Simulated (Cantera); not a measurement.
Mixture: 6.26 % CH₄, 16.7 % O₂, 77.0 % N₂, equivalence ratio 0.75, at 9.67 atm, adiabatic and at constant pressure. Ignition delay is the time to a rise of 400 K.

Detailed kinetics in Cantera: GRI-Mech 3.0 (53 species, 325 reactions).

Problem. Predict: delay at 1175 K; delay at 1325 K; delay at 1475 K; delay at 1625 K; delay at 1775 K; apparent activation energy between 1625 and 1775 K.

Solution. 
```
Quantity                                                 Value
--------------------------------------------------  ----------
delay at 1175 K                                        6.94 ms
delay at 1325 K                                        1.20 ms
delay at 1475 K                                       0.259 ms
delay at 1625 K                                        67.6 µs
delay at 1775 K                                        21.5 µs
apparent activation energy between 1625 and 1775 K  180 kJ/mol
```
